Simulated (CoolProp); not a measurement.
Saturation properties of methane (Tc = -82.6 °C, pc = 4.599 MPa, ω = 0.011).

Computed with CoolProp (reference Helmholtz-energy equation of state, Setzmann 1991).

| T (°C) | p (MPa) | liquid cp (kJ/(kg K)) | liquid viscosity (µPa s) | liquid conductivity (mW/(m K)) |
|---|---|---|---|---|
| -173.55 | 0.03297 | 3.406 | 157 | 200 |
| -169.35 | 0.05030 | 3.430 | 141 | 195 |
| -165.25 | 0.07345 | 3.455 | 127 | 189 |
| -161.05 | 0.1050 | 3.484 | 116 | 183 |
| -156.85 | 0.1460 | 3.517 | 106 | 177 |
| -152.75 | 0.1969 | 3.553 | 97.4 | 171 |
| -148.55 | 0.2618 | 3.595 | 89.7 | 166 |
| -144.45 | 0.3395 | 3.642 | 83.1 | 160 |

It boils at -161.5 °C under 1 atm.

Viscosity comes from a separate model (Quiñones-Cisneros 2006). Thermal conductivity comes from a separate model (Friend 1989).
